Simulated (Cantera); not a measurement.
A perfectly stirred reactor is fed with 2.72 % CH₄, 0.320 % O₂, 97.0 % N₂, equivalence ratio 17, at 0.520 bar; it is held at 1525 K, and followed from long to short residence time.

Detailed kinetics in Cantera: GRI-Mech 3.0 (53 species, 325 reactions). GRI-Mech 3.0 stops at C3 and has no aromatics, soot or wall deposition, so with more carbon than oxygen in the feed, carbon stays in small species such as C2H2 where larger ones or solid carbon would form.

x: mole fraction; the columns are a selection and need not sum to one.

| τ (s) | x CH₄ | x O₂ | x CO₂ | x C₂H₂ | x NO₂ | x HCN | x CH₂O |
|---|---|---|---|---|---|---|---|
| 0.37 | 0.0150 | … | 9.56e-5 | 0.00450 | <1e-12 | 8.76e-8 | 1.99e-6 |
| 0.20 | 0.0171 | … | 9.45e-5 | 0.00346 | <1e-12 | 5.32e-8 | 4.10e-6 |
| 0.11 | 0.0193 | … | 8.31e-5 | 0.00243 | <1e-12 | 2.64e-8 | 7.92e-6 |
| 0.061 | 0.0215 | … | 5.88e-5 | 0.00144 | <1e-12 | 9.41e-9 | 1.40e-5 |
| 0.034 | 0.0239 | … | 2.95e-5 | 0.000612 | <1e-12 | 1.97e-9 | 2.12e-5 |
| 0.018 | 0.0258 | 0.00297 | 8.89e-6 | 0.000132 | <1e-12 | 1.86e-10 | 2.43e-5 |
| 0.010 | 0.0267 | 0.00313 | 2.36e-6 | 2.05e-5 | <1e-12 | 1.94e-11 | 1.98e-5 |
| 0.0055 | 0.0270 | 0.00318 | 5.71e-7 | 2.52e-6 | <1e-12 | 2.92e-12 | 1.19e-5 |
| 0.0030 | 0.0271 | 0.00319 | 1.28e-7 | 2.75e-7 | <1e-12 | <1e-12 | 5.45e-6 |
| 0.0017 | 0.0271 | 0.00320 | 2.95e-8 | 3.23e-8 | <1e-12 | <1e-12 | 2.20e-6 |

Q: Some entries are withheld; supply them.

A: 
- 0.37, x O₂: 0.000477
- 0.20, x O₂: 0.000795
- 0.11, x O₂: 0.00126
- 0.061, x O₂: 0.00187
- 0.034, x O₂: 0.00252
